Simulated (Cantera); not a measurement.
Input: 1 mol Fe(CO)₅, 0.024 mol O₂, 88 mol H₂, at 1002 °C and 2550 Torr.

Equilibrium computed with Cantera from the NASA thermochemical tables; the gas is ideal and each condensed phase is pure. Candidate condensed phases: C, C₆H₆, C₇H₈, C₈H₁₈, Fe, Fe(CO)₅, FeO, Fe(OH)₂, Fe(OH)₃, Fe₂O₃, Fe₃O₄, H₂O; 114 gas species. Rates play no part.

Base state: H₂ 0.938, CO 0.0474, H₂O 0.00715, CH₄ 0.00685, CO₂ 0.000217 (mole fractions); condensed: Fe(γ).

**Question.** What changes in the equilibrium state with this change: Fe(CO)₅ replaced by Hg?

**Answer.** 
| species | before | after |
|---|---|---|
| H₂ | 0.938 | 0.988 |
| Hg | 0 | 0.0112 |
| H₂O | 0.00715 | 0.000539 |
| CO | 0.0474 | 0 |
| CH₄ | 0.00685 | 0 |
| CO₂ | 0.000217 | 0 |
| Fe(γ), mol | 1.00 | 0 |
Further candidate phases: Hg, HgO.

**Question.** What changes in the equilibrium state with this change: temperature from 1002 °C to 1350 °C?

**Answer.** 
| species | before | after |
|---|---|---|
| H₂ | 0.938 | 0.945 |
| CO | 0.0474 | 0.0532 |
| H₂O | 0.00715 | 0.00105 |
| CH₄ | 0.00685 | 0.000554 |
| H | 3.87e-7 | 3.64e-5 |
| CO₂ | 0.000217 | 1.91e-5 |
| Fe(γ), mol | 1.00 | 1.000 |
